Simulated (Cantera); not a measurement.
A closed system holds: 1 mol HF, 0.097 mol SO2, 20 mol N2, equilibrated at 2500 K and 3.00 Torr.

Method: chemical equilibrium by Gibbs-energy minimisation in Cantera with the NASA 1993 tables (ideal gas, pure condensed phases). Candidate condensed phases: H2O, H2SO4, S; 62 gas species. Kinetics and transport are ignored.

Base state: N2 0.939, HF 0.0430, O 0.00441, F 0.00395, H 0.00360, S 0.00220, SO 0.00191, NO 0.00105 (mole fractions); condensed: gas only.

What changes in the equilibrium state with this change: HF replaced by SF6?


```tsv
species	before	after
N2	0.939	0.739
F	0.00395	0.221
S	0.00220	0.0303
HF	0.0430	0
H	0.00360	0
OH	0.000152	0
H2	8.18e-5	0
H2O	1.67e-5	0
SF	8.93e-7	0.000687
```
